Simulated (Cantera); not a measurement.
A closed system holds: 1 mol SiHCl₃, 13 mol N₂, at 1550 K and 0.0690 bar.

Cantera equilibrium calculation (NASA polynomials, part measured and part estimated; ideal gas, pure solids and liquids). Candidate condensed phases: NH₄Cl, Si, Si₃N₄; 28 gas species. The tables' values for SiCl₃ are old estimates; treat these amounts as uncertain. Kinetics and transport are ignored.

Base state: N₂ 0.881, HCl 0.0573, SiCl₂ 0.0318, SiCl₄ 0.0122, SiCl₃ 0.0118, H₂ 0.00550, SiHCl₃ 0.000143, Cl 7.40e-5 (mole fractions); condensed: Si₃N₄(s).

Problem. What changes in the equilibrium state with this change: 1 mol HCl added?

Solution. 
```
species          before     after
-------------  --------  --------
N₂                0.881     0.828
HCl              0.0573    0.0968
SiCl₂            0.0318    0.0338
H₂              0.00550    0.0154
SiCl₄            0.0122    0.0132
SiCl₃            0.0118    0.0126
SiHCl₃         0.000143  0.000257
H               8.89e-6   1.49e-5
Cl              7.40e-5   7.47e-5
Si₃N₄(s), mol    0.0613    0.0214
```

Problem. What changes in the equilibrium state with this change: temperature from 1550 K to 1325 K?

Solution. 
```json
[
 {"species": "N₂", "before": "0.881", "after": "0.895"},
 {"species": "HCl", "before": "0.0573", "after": "0.0612"},
 {"species": "SiCl₄", "before": "0.0122", "after": "0.0345"},
 {"species": "SiCl₂", "before": "0.0318", "after": "0.00139"},
 {"species": "SiCl₃", "before": "0.0118", "after": "0.00297"},
 {"species": "Cl", "before": "7.40e-5", "after": "4.73e-6"},
 {"species": "H₂", "before": "0.00550", "after": "0.00456"},
 {"species": "SiHCl₃", "before": "0.000143", "after": "0.000132"},
 {"species": "Si₃N₄(s), mol", "before": "0.0613", "after": "0.149"}
]
```
N₂ is the only nitrogen source here; it is nearly inert below about 1500 K, so the nitride shown seldom forms there in practice.

Problem. What changes in the equilibrium state with this change: temperature from 1550 K to 1673 K?

Solution. 
```tsv
species	before	after
N₂	0.881	0.873
SiCl₂	0.0318	0.0558
HCl	0.0573	0.0529
SiCl₄	0.0122	0.00271
SiCl₃	0.0118	0.00852
H	8.89e-6	3.64e-5
Cl	7.40e-5	0.000213
SiHCl₃	0.000143	6.49e-5
H₂	0.00550	0.00706
Si₃N₄(s), mol	0.0613	0
```
